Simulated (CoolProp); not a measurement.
Properties of carbon monoxide along the isobar 1330 kPa.

Values from CoolProp's reference Helmholtz-energy equation of state, Lemmon 2006. It is a short technical equation, of lower accuracy than the large ones.

| T (°C) | phase | density (kg/m³) | cp (kJ/(kg K)) | expansivity (1/kK) | fugacity coefficient |
|---|---|---|---|---|---|
| -167.15 | liquid | 675.0 | 2.402 | 8.967 | 0.5407 |
| -142.55 | gas | 40.31 | 1.353 | 12.37 | 0.8690 |
| -117.85 | gas | 31.45 | 1.190 | 8.390 | 0.9222 |
| -93.15 | gas | 26.20 | 1.132 | 6.578 | 0.9514 |
| -68.45 | gas | 22.59 | 1.103 | 5.486 | 0.9689 |
| -43.75 | gas | 19.92 | 1.086 | 4.738 | 0.9801 |
| -19.05 | gas | 17.85 | 1.075 | 4.187 | 0.9875 |
| 5.65 | gas | 16.19 | 1.068 | 3.759 | 0.9926 |
| 30.35 | gas | 14.81 | 1.064 | 3.416 | 0.9962 |
| 54.95 | gas | 13.67 | 1.061 | 3.135 | 0.9988 |
| 79.65 | gas | 12.69 | 1.059 | 2.898 | 1.001 |
| 104.35 | gas | 11.84 | 1.059 | 2.695 | 1.002 |
| 129.05 | gas | 11.10 | 1.060 | 2.521 | 1.003 |
| 153.75 | gas | 10.45 | 1.061 | 2.368 | 1.004 |
